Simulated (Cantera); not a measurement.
Charge: 1 mol Si₃N₄, 0.24 mol N₂, equilibrated at 2700 K and 1000 Pa.

Method: chemical equilibrium by Gibbs-energy minimisation in Cantera with the NASA 1993 tables (ideal gas, pure condensed phases). Candidate condensed phases: Si, Si₃N₄; 7 gas species. The tables' values for SiN are old estimates; treat these amounts as uncertain. Kinetics and transport are ignored.

Base state: Si 0.561, N₂ 0.429, Si₂ 0.00582, SiN 0.00280, Si₂N 0.000648, Si₃ 0.000277, N 1.07e-5 (mole fractions); condensed: gas only.

Task: What changes in the equilibrium state with this change: 1 mol H₂ added?

Result: 
| species | before | after |
|---|---|---|
| Si | 0.561 | 0.435 |
| N₂ | 0.429 | 0.333 |
| H | 0 | 0.152 |
| H₂ | 0 | 0.0718 |
| SiH | 0 | 0.00232 |
| SiH₂ | 0 | 3.28e-5 |
| Si₃ | 0.000277 | 0.000129 |
| Si₂N | 0.000648 | 0.000343 |
| Si₂ | 0.00582 | 0.00350 |
Gases not in the tables: Si₂H₆ and higher silanes.

Task: What changes in the equilibrium state with this change: temperature from 2700 K to 1725 K?

Result: 
```json
[
 {"species": "N₂", "before": "0.429", "after": "1.000"},
 {"species": "Si", "before": "0.561", "after": "3.98e-5"},
 {"species": "SiN", "before": "0.00280", "after": "2.22e-6"},
 {"species": "Si₂", "before": "0.00582", "after": "7.43e-8"},
 {"species": "Si₃", "before": "0.000277", "after": "7.22e-9"},
 {"species": "N", "before": "1.07e-5", "after": "<1e-9"},
 {"species": "Si₃N₄(s), mol", "before": "0", "after": "1.000"}
]
```
